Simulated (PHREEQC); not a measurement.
Dissolve 0.0017 mol HCl, 0.0077 mol Al2(SO4)3 and 0.18 mol MnSO4 per kg of water at 25 °C. Closed to the air; pH follows from the charge balance.

All values are PHREEQC results (ion-association model, wateq4f.dat), not measurements.

```json
[
 {"quantity": "pH", "before": "3.41", "after": "3.66"},
 {"quantity": "ionic strength (mol/kgw)", "before": "0.387", "after": "0.282"},
 {"quantity": "SO4-2 (mol/kgw)", "before": "0.0944", "after": "0.0678"},
 {"quantity": "Cl- (mol/kgw)", "before": "0.00155", "after": "0.00160"}
]
```

### Question
Name the change that produced these shifts.
A) 0.15 mol/kgw NaCl added
B) temperature from 25 to 90 °C
C) Al2(SO4)3 replaced by CaSO4 at the same molality
D) Al2(SO4)3 from 0.0077 to 0.0385 mol/kgw
E) Al2(SO4)3 replaced by CdSO4 at the same molality

### Answer
B, temperature from 25 to 90 °C

This is a speciation only: nothing precipitates in the calculation. Some of these states are supersaturated (in Boehmite (slow to form), Gibbsite (slow to form), for instance). At this temperature some constants are extrapolated from 25 °C, and those without enthalpy data are left unchanged.
